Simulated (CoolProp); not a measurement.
The numbers come from the reference Helmholtz-energy equation of state, Zhou 2011 in CoolProp.

Q: Give the vapour pressure (MPa), liquid density (kg/m³), enthalpy of vaporisation (kJ/kg), vapour Z of saturated dimethyl carbonate at 336.4, 353.8 K.

A: 
```json
[
 {"T (K)": "336.4", "p (MPa)": "0.0396", "liquid density (kg/m³)": "1010", "enthalpy of vaporisation (kJ/kg)": "394", "vapour Z": "0.986"},
 {"T (K)": "353.8", "p (MPa)": "0.0742", "liquid density (kg/m³)": "987", "enthalpy of vaporisation (kJ/kg)": "382", "vapour Z": "0.977"}
]
```
